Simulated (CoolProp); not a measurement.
A closed Brayton cycle with nitrogen: compressor inlet 326.15 K and 1.4 MPa, high pressure 3.11 MPa, turbine inlet 860 K, compressor efficiency 0.85, turbine efficiency 0.85, recuperator effectiveness 0.9 (on enthalpy, no pinch check). Each further row changes one setting.

Values from CoolProp's reference Helmholtz-energy equation of state, Span 2000.

| case | thermal efficiency (%) | net work (kJ/kg) | compressor to turbine work | compressor exit (K) | turbine exit (K) |
|---|---|---|---|---|---|
| as stated | 28.7 | 54.8 | 0.65 | 424.6 | 720.5 |
| turbine inlet 810 K | ? | 45.5 | 0.69 | 424.6 | 677.4 |
| compressor inlet 336.15 K | 27.3 | ? | 0.67 | ? | 720.5 |
| high pressure 2.64 MPa | 29.0 | 48.2 | 0.62 | 402.6 | 747.1 |
| recuperator effectiveness 0.5 | ? | 54.8 | 0.65 | 424.6 | 720.5 |

Q: Some entries are withheld; supply them.

A: 
- turbine inlet 810 K, thermal efficiency (%): 25.8
- compressor inlet 336.15 K, net work (kJ/kg): 51.6
- compressor inlet 336.15 K, compressor exit (K): 437.5
- recuperator effectiveness 0.5, thermal efficiency (%): 17.2
